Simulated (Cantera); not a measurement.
Al + N2O + N2 (aluminium nitride and oxide growth)

Charge: 1 mol Al, 11 mol N2O, 2.5 mol N2, equilibrated at 1.33 mbar.

Method: chemical equilibrium by Gibbs-energy minimisation in Cantera with the NASA 1993 tables (ideal gas, pure condensed phases). Candidate condensed phases: Al, AlN, Al2O3; 16 gas species. Rates play no part.

```csv
T (K),log p N2,log p O2,log p NO,log p O,log p NO2,n Al2O3(s)
623,-3.01,-3.46,-10.24,<-14,-11.06,0.500
723,-3.01,-3.46,-9.18,<-14,-10.67,0.500
823,-3.01,-3.46,-8.37,-14.37,-10.38,0.500
923,-3.01,-3.46,-7.75,-12.63,-10.15,0.500
1023,-3.01,-3.46,-7.24,-11.24,-9.97,0.500
1123,-3.01,-3.46,-6.82,-10.09,-9.81,0.500
1223,-3.01,-3.46,-6.48,-9.12,-9.69,0.500
1323,-3.01,-3.46,-6.18,-8.31,-9.58,0.500
1423,-3.01,-3.46,-5.93,-7.60,-9.48,0.500
1523,-3.01,-3.46,-5.71,-6.99,-9.40,0.500
1623,-3.01,-3.46,-5.51,-6.45,-9.33,0.500
1723,-3.01,-3.46,-5.34,-5.98,-9.26,0.500
1823,-3.01,-3.47,-5.19,-5.55,-9.21,0.500
```
log p: log10 of the partial pressure in bar; n: condensed amount in mol.

From 623 K to 1823 K the condensed part is Al2O3(s).
